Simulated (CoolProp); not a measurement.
Toluene at 341.56 K and 0.0106 MPa flows at 1.3 m/s in a round tube of 2 mm bore and 15 µm roughness, fully developed (64/Re and Nu = 3.66 if laminar; Colebrook and Gnielinski if turbulent). Each further row changes one setting.

Computed with CoolProp (reference Helmholtz-energy equation of state, Lemmon 2006). It is a short technical equation, of lower accuracy than the large ones.

```
case              Reynolds number  Darcy friction factor  pressure drop (Pa/m)  heat-transfer coefficient (W/(m² K))  mass flow (kg/h)
----------------  ---------------  ---------------------  --------------------  ------------------------------------  ----------------
as stated              (withheld)                  0.564                  82.4                                  25.9           0.00509
velocity 2.6 m/s              227                  0.282            (withheld)                                  25.9            0.0102
diameter 4 mm                 227                  0.282                  20.6                            (withheld)            0.0204
```

Question: Complete the blanks.

Answer: 
- as stated, Reynolds number: 114
- velocity 2.6 m/s, pressure drop (Pa/m): 165
- diameter 4 mm, heat-transfer coefficient (W/(m² K)): 13.0

Viscosity comes from a separate model (Avgeri 2015). Thermal conductivity comes from a separate model (Assael 2012).
